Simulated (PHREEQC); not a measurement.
0.57 g of hydrous ferric oxide (600 m²/g; 0.2 weak and 0.005 strong sites per Fe, Dzombak-Morel constants, diffuse double layer) in 1 kg of water with 0.01 mol/kgw of an inert sodium salt and 0.14 mmol/kgw Na2SO4, at 25 °C; the pH is set by adding NaOH or the inert anion's acid. O2 is buffered at 0.21 atm. CO2 from the air is kept out. Nothing may precipitate in this run.

Base run: PHREEQC, ion-association model, wateq4f.dat. Each further column changes one thing. The table gives surface charge σ (C/m²).

| pH | base | background salt from 0.01 to 0.001 mol/kgw | oxide from 0.57 to 2.8 g/kgw | 0.003 mol/kgw ZnCl2 added |
|---|---|---|---|---|
| 3 | 0.260 | 0.212 | 0.318 | 0.271 |
| 3.75 | 0.198 | 0.122 | 0.245 | 0.222 |
| 4.88 | 0.095 | 0.045 | 0.122 | 0.118 |
| 5.62 | 0.051 | 0.021 | 0.067 | 0.070 |
| 6.38 | 0.027 | 0.010 | 0.033 | 0.058 |
| 7.12 | 0.014 | 0.005 | 0.014 | 0.064 |
| 8.25 | -0.002 | -0.001 | -0.002 | 0.065 |
| 9 | -0.013 | -0.005 | -0.013 | 0.041 |

The oxide is taken as insoluble; below pH 4 it would dissolve. In at least one series the solution becomes supersaturated in solids that the run did not let form, among them Zn(OH)2-e, Zn4(OH)6SO4, Zn5(OH)8Cl2.
